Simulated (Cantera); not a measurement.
Input (Python, Cantera) and output of one run.

```python
import numpy as np
import cantera as ct

gas_names = """
    N2 NO VO2 O2 N2O
""".split()
cond_names = """
    V2O5(s) V2O5(L) VN(s) V2O3(s) V2O3(L)
""".split()


# ... load() reads the species with a 1 bar reference pressure and builds the phases ...
species = {s.name: s for s in load("nasa_gas.yaml", gas_names) + load("nasa_condensed.yaml", cond_names)}
# Each term lists the table entries of one substance; the one whose range holds T is used.
reactions = {
    '2 V2O5 + N2(g) = 2 NO(g) + 4 VO2(g)':
        [(-2, ['V2O5(s)', 'V2O5(L)']), (-1, ['N2']), (2, ['NO']), (4, ['VO2'])],
    '2 VN + 2 O2(g) = N2O(g) + V2O3':
        [(-2, ['VN(s)']), (-2, ['O2']), (1, ['N2O']), (1, ['V2O3(s)', 'V2O3(L)'])],
}


def pick(names, T):
    return next(species[n] for n in names if species[n].thermo.min_temp <= T <= species[n].thermo.max_temp)


results = []
for label, terms in reactions.items():
    print(label)
    print("     T/K   dH/kJ  dS/(J/K)   dG/kJ   log10 K")
    for T in [698, 848, 998, 1148, 1298, 1448, 1598, 1748, 1898, 2048]:
        used = [(nu, pick(names, T)) for nu, names in terms]
        dH = sum(nu * s.thermo.h(T) for nu, s in used) / 1e6
        dS = sum(nu * s.thermo.s(T) for nu, s in used) / 1e3
        dG = dH - T * dS / 1e3
        logK = -dG * 1e6 / (ct.gas_constant * T * np.log(10))
        results.append((label, T, dH, dS, dG, logK, [s.name for _, s in used]))
        print(f"{T:8g} {dH:8.1f} {dS:8.1f} {dG:8.1f} {logK:8.2f}")
```

It prints:

```
2 V2O5 + N2(g) = 2 NO(g) + 4 VO2(g)
     T/K   dH/kJ  dS/(J/K)   dG/kJ   log10 K
     698   2318.6    958.7   1649.5  -123.43
     848   2303.4    939.0   1507.2   -92.84
     998   2157.5    783.9   1375.2   -71.98
    1148   2139.2    766.8   1258.9   -57.28
    1298   2121.2    752.1   1145.0   -46.08
    1448   2103.5    739.1   1033.2   -37.27
    1598   2085.9    727.6    923.2   -30.18
    1748   2068.6    717.2    814.9   -24.35
    1898   2051.4    707.8    708.0   -19.48
    2048   2034.3    699.1    602.5   -15.37
2 VN + 2 O2(g) = N2O(g) + V2O3
     T/K   dH/kJ  dS/(J/K)   dG/kJ   log10 K
     698   -697.3   -155.1   -589.0    44.08
     848   -695.0   -152.1   -566.0    34.86
     998   -692.6   -149.6   -543.4    28.44
    1148   -690.1   -147.2   -521.1    23.71
    1298   -687.5   -145.0   -499.2    20.09
    1448   -684.5   -142.9   -477.6    17.23
    1598   -681.4   -140.8   -456.3    14.92
    1748   -677.9   -138.8   -435.4    13.01
    1898   -674.2   -136.7   -414.7    11.41
    2048   -670.2   -134.7   -394.3    10.06
```

Cantera with NASA thermochemical tables; ideal gases at 1 bar, condensed phases pure. VN: taken at fixed stoichiometry. Condensed species are held in their standard states even where they would react or evaporate.
